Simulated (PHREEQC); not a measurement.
Solution (25 °C): 2.6 mmol/kgw Pb(NO3)2. Closed to the air; pH follows from the charge balance.

Model: ion-association model, wateq4f.dat, run in PHREEQC.

No solid was allowed to form.

Q: Order these Pb species by the share of Pb that they hold, largest first: Pb+2, PbNO3+, PbOH+.

A: Pb+2 (95 %), PbNO3+ (4.9 %), PbOH+ (0.23 %)

The pH is 5.22 and the ionic strength 0.00754 mol/kgw.
